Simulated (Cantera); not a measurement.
**Adiabatic ignition**

An adiabatic, constant-pressure homogeneous reactor starts with 5.56 % C3H8, 19.9 % O2, 74.6 % N2, equivalence ratio 1.4, at 1600 K and 0.385 atm.

Model: GRI-Mech 3.0 (53 species, 325 reactions), integrated in Cantera. GRI-Mech 3.0 was tuned for natural gas; its chemistry of propane as a main component is partial and can be far from experiment.

```json
[
 {"t (s)": "9.00e-6", "T (K)": "1579", "x C3H8": "0.0511", "x O2": "0.197", "x OH": "7.02e-5", "x C2H6": "9.25e-5", "x CH2CO": "8.21e-6"},
 {"t (s)": "1.75e-5", "T (K)": "1569", "x C3H8": "0.0454", "x O2": "0.194", "x OH": "0.000100", "x C2H6": "0.000599", "x CH2CO": "7.41e-5"},
 {"t (s)": "3.42e-5", "T (K)": "1575", "x C3H8": "0.0327", "x O2": "0.185", "x OH": "0.000177", "x C2H6": "0.00213", "x CH2CO": "0.000546"},
 {"t (s)": "6.66e-5", "T (K)": "1814", "x C3H8": "0.00192", "x O2": "0.128", "x OH": "0.00115", "x C2H6": "0.000881", "x CH2CO": "0.00617"},
 {"t (s)": "0.000130", "T (K)": "2603", "x C3H8": "<1e-12", "x O2": "0.00827", "x OH": "0.0187", "x C2H6": "<1e-12", "x CH2CO": "<1e-12"},
 {"t (s)": "0.000253", "T (K)": "2628", "x C3H8": "<1e-12", "x O2": "0.00783", "x OH": "0.0185", "x C2H6": "<1e-12", "x CH2CO": "<1e-12"},
 {"t (s)": "0.000493", "T (K)": "2666", "x C3H8": "<1e-12", "x O2": "0.00718", "x OH": "0.0181", "x C2H6": "<1e-12", "x CH2CO": "<1e-12"},
 {"t (s)": "0.000961", "T (K)": "2709", "x C3H8": "<1e-12", "x O2": "0.00635", "x OH": "0.0174", "x C2H6": "<1e-12", "x CH2CO": "<1e-12"},
 {"t (s)": "0.00187", "T (K)": "2739", "x C3H8": "<1e-12", "x O2": "0.00564", "x OH": "0.0167", "x C2H6": "<1e-12", "x CH2CO": "<1e-12"},
 {"t (s)": "0.00365", "T (K)": "2745", "x C3H8": "<1e-12", "x O2": "0.00526", "x OH": "0.0162", "x C2H6": "<1e-12", "x CH2CO": "<1e-12"},
 {"t (s)": "0.00711", "T (K)": "2743", "x C3H8": "<1e-12", "x O2": "0.00509", "x OH": "0.0160", "x C2H6": "<1e-12", "x CH2CO": "<1e-12"},
 {"t (s)": "0.0139", "T (K)": "2742", "x C3H8": "<1e-12", "x O2": "0.00506", "x OH": "0.0159", "x C2H6": "<1e-12", "x CH2CO": "<1e-12"},
 {"t (s)": "0.0270", "T (K)": "2742", "x C3H8": "<1e-12", "x O2": "0.00505", "x OH": "0.0159", "x C2H6": "<1e-12", "x CH2CO": "<1e-12"},
 {"t (s)": "0.0527", "T (K)": "2742", "x C3H8": "<1e-12", "x O2": "0.00505", "x OH": "0.0159", "x C2H6": "<1e-12", "x CH2CO": "<1e-12"},
 {"t (s)": "0.103", "T (K)": "2742", "x C3H8": "<1e-12", "x O2": "0.00505", "x OH": "0.0159", "x C2H6": "<1e-12", "x CH2CO": "<1e-12"},
 {"t (s)": "0.200", "T (K)": "2742", "x C3H8": "<1e-12", "x O2": "0.00505", "x OH": "0.0159", "x C2H6": "<1e-12", "x CH2CO": "<1e-12"}
]
```
x: mole fraction; the columns are a selection and need not sum to one.

```yaml
time_of_steepest_temperature_rise: 80.1 µs
temperature at 0.200 s: 2742 K
equilibrium_temperature: 2742 K
x(C3H8) at 0.200 s: <1e-12 (gas-phase equilibrium <1e-12)
x(O2) at 0.200 s: 0.00505 (gas-phase equilibrium 0.00505)
x(OH) at 0.200 s: 0.0159 (gas-phase equilibrium 0.0159)
```
